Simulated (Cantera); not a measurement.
An adiabatic, constant-volume homogeneous reactor starts with H2 : O2 : N2 : H2O = 1 : 1.11 : 4.18 : 0.21 (molar parts), equivalence ratio 0.45, at 1025 K and 0.450 bar. Integrator tolerance rtol = 1e-08.

Cantera simulation using the H2/O2 subset of GRI-Mech 3.0, which has no nitrogen chemistry; the numbers are that mechanism's predictions, not measurements.

Q: What does this change do: pressure from 0.450 bar to 0.660 bar?

A: 
| quantity | before | after |
|---|---|---|
| time of steepest temperature rise | 0.355 ms | 0.286 ms |
| temperature at 1.00 s | 2314 K | 2322 K |
| equilibrium temperature | 2314 K | 2322 K |
| x(H2) at 1.00 s | 0.00145 (gas-phase equilibrium 0.00145) | 0.00124 (gas-phase equilibrium 0.00124) |
| x(O2) at 1.00 s | 0.0989 (gas-phase equilibrium 0.0989) | 0.0991 (gas-phase equilibrium 0.0991) |
| x(H2O) at 1.00 s | 0.195 (gas-phase equilibrium 0.195) | 0.195 (gas-phase equilibrium 0.195) |
| x(H) at 1.00 s | 0.000411 (gas-phase equilibrium 0.000411) | 0.000327 (gas-phase equilibrium 0.000327) |
| x(HO2) at 1.00 s | 6.64e-6 (gas-phase equilibrium 6.64e-6) | 7.50e-6 (gas-phase equilibrium 7.50e-6) |
| x(H2O2) at 1.00 s | 2.72e-7 (gas-phase equilibrium 2.72e-7) | 3.38e-7 (gas-phase equilibrium 3.38e-7) |
| x(OH) at 1.00 s | 0.00909 (gas-phase equilibrium 0.00909) | 0.00850 (gas-phase equilibrium 0.00850) |
